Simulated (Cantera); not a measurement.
A perfectly stirred reactor is fed with NH3 : H2 = 1 : 2.2 (molar parts), at 82.5 Torr; it is held at 2075 K, and followed from long to short residence time.

Computed with Cantera and the gas-phase N/H chemistry of the illustrative SiF4/NH3 mechanism in the Surface Chemkin manual (1991). Walls and surfaces, which speed up NH3 decomposition in real reactors, are not modelled.

Predict: x(NH3) at τ = 0.340 s; x(H2) at τ = 0.340 s; x(N) at τ = 0.340 s; x(N2) at τ = 0.340 s; x(NH) at τ = 0.340 s; x(NH3) at τ = 37.0 ms; x(H2) at τ = 37.0 ms; x(N) at τ = 37.0 ms; x(N2) at τ = 37.0 ms; x(NH) at τ = 37.0 ms.


| Item | Result |
|---|---|
| x(NH3) at τ = 0.340 s | 0.0900 |
| x(H2) at τ = 0.340 s | 0.824 |
| x(N) at τ = 0.340 s | 1.65e-6 |
| x(N2) at τ = 0.340 s | 0.0845 |
| x(NH) at τ = 0.340 s | 1.47e-5 |
| x(NH3) at τ = 37.0 ms | 0.247 |
| x(H2) at τ = 37.0 ms | 0.727 |
| x(N) at τ = 37.0 ms | 1.50e-6 |
| x(N2) at τ = 37.0 ms | 0.0247 |
| x(NH) at τ = 37.0 ms | 1.96e-5 |
